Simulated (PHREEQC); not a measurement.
0.046 g of hydrous ferric oxide (600 m²/g; 0.2 weak and 0.005 strong sites per Fe, Dzombak-Morel constants, diffuse double layer) in 1 kg of water with 0.001 mol/kgw of an inert sodium salt, at 25 °C; the pH is set by adding NaOH or the inert anion's acid. Oxygen is held at 0.21 atm. CO2 from the air is kept out. Nothing may precipitate in this run.

Computed with PHREEQC (ion-association model, wateq4f.dat).

Predict surface charge σ (C/m²), surface potential ψ (mV) at pH = 5.5, 8.5, 10.5, 11.5.


```tsv
pH	surface charge σ (C/m²)	surface potential ψ (mV)
5.5	0.031	145
8.5	-0.002	-23
10.5	-0.028	-133
11.5	-0.107	-170
```

Species that the database lacks are ignored.
